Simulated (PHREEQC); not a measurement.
## Nickel, zinc or cadmium bath

Dissolve 0.011 mol/kgw ZnSO4 and 0.0044 mol/kgw CaSO4 at 25 °C. Closed to the air; pH follows from the charge balance.

Equilibrium calculation in PHREEQC: ion-association model, wateq4f.dat.

This is a speciation only: nothing precipitates in the calculation.

Predict the pH, ionic strength.

pH 5.78; ionic strength 0.0394 mol/kgw.

In which forms is Ca present?

Ca+2 68 %, CaSO4 32 % of the Ca.
